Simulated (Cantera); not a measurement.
Charge: 1 mol SiO2, 3.5 mol C, 5 mol N2, held at 0.000470 bar.

Cantera equilibrium calculation (NASA polynomials, part measured and part estimated; ideal gas, pure solids and liquids). Candidate condensed phases: C, Si, SiC, SiO2, Si2N2O, Si3N4; 34 gas species. The numbers say what is thermodynamically allowed, not how fast it happens. All values below are at 1748 K.

Base state: N2 0.714, CO 0.284, SiO 0.00135, Si 5.84e-5 (mole fractions); condensed: C(graphite) + SiC(s).

Problem. What changes in the equilibrium state with this change: 0.13 mol NH3 added?

Solution. 
```json
[
 {"species": "N2", "before": "0.714", "after": "0.697"},
 {"species": "CO", "before": "0.284", "after": "0.274"},
 {"species": "H2", "before": "0", "after": "0.0257"},
 {"species": "SiO", "before": "0.00135", "after": "0.00130"},
 {"species": "H", "before": "0", "after": "0.00169"},
 {"species": "HCN", "before": "0", "after": "0.000632"},
 {"species": "HNC", "before": "0", "after": "2.13e-5"},
 {"species": "C(graphite), mol", "before": "0.519", "after": "0.515"},
 {"species": "SiC(s), mol", "before": "0.990", "after": "0.990"}
]
```
Further candidate phases: C6H6, C7H8, C8H18, H2O.
